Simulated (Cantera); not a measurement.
Transport properties of process gases

Gas mixture: NO = 0.33 (molar parts), at 78.0 Pa, frozen composition.

Cantera's kinetic-theory transport with the Lennard-Jones parameters of GRI-Mech 3.0, ideal gas; thermal conductivity in the mixture-averaged form. The composition is frozen, though it would react at the higher temperatures.

```tsv
T (K)	ρ (kg/m³)	cp (J/kg/K)	μ (µPa s)	λ (mW/m/K)	Pr	D (cm²/s) H2	D (cm²/s) H	D (cm²/s) CH4
400	0.000704	998.6	23.1	32.4	0.712	1640	2640	479
600	0.000469	1041	30.6	45.1	0.706	3240	5310	964
800	0.000352	1092	37.1	57.3	0.708	5240	8650	1570
1000	0.000281	1133	42.9	68.6	0.709	7580	12600	2280
1200	0.000235	1159	48.4	79.3	0.707	10300	17100	3090
1400	0.000201	1181	53.4	89.4	0.706	13200	22100	4000
1600	0.000176	1199	58.3	99.0	0.706	16500	27500	4990
1800	0.000156	1213	62.9	108	0.706	20100	33500	6070
```
D: mixture-averaged diffusion coefficient of that species in the mixture.
